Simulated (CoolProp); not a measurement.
A Linde-Hampson liquefier for ethylene: isothermal reversible compression at 320 K from 1 atm to 10 MPa, throttling to 1 atm, return gas leaving the recuperator 5 K below the feed. Each further row changes one setting.

The numbers come from the reference Helmholtz-energy equation of state, Smukala 2000 in CoolProp.

| case | liquid yield per pass | compression work (kJ/kg of gas) |
|---|---|---|
| as stated | ? | 386 |
| high pressure 20 MPa | ? | ? |
| warm-end temperature 350 K | ? | 440 |
| warm-end gap 10 K | 0.304 | 386 |

Task: Some entries are withheld; supply them.

Result: 
- as stated, liquid yield per pass: 0.312
- high pressure 20 MPa, liquid yield per pass: 0.410
- high pressure 20 MPa, compression work (kJ/kg of gas): 418
- warm-end temperature 350 K, liquid yield per pass: 0.191
